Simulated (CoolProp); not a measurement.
Vapour-liquid equilibrium of n-butane (1) + R245fa (2) at 1.12 MPa; x and y are mole fractions of (1).

The numbers come from the multi-fluid Helmholtz-energy mixture model, Bücker 2006 and Akasaka 2015; pair parameters Bell 2016 in CoolProp.

| x | bubble temperature (K) | y at the bubble point | dew temperature at overall composition x (K) | liquid density (mol/L) |
|---|---|---|---|---|
| 0.05 | 362.8 | 0.127 | 365.8 | 8.382 |
| 0.2 | 353.2 | 0.367 | 359.9 | 8.434 |
| 0.35 | 348.9 | 0.487 | 353.9 | 8.391 |
| 0.5 | 347.2 | 0.562 | 348.5 | 8.351 |
| 0.65 | 346.9 | 0.628 | 347.1 | 8.366 |
| 0.8 | 348.3 | 0.717 | 350.7 | 8.439 |
| 0.95 | 353.9 | 0.894 | 356.0 | 8.497 |

y crosses x between x = 0.5 and 0.65: the model has an azeotrope there.

Pair parameters are fitted to limited data, so mixtures are less certain than the pure fluids.
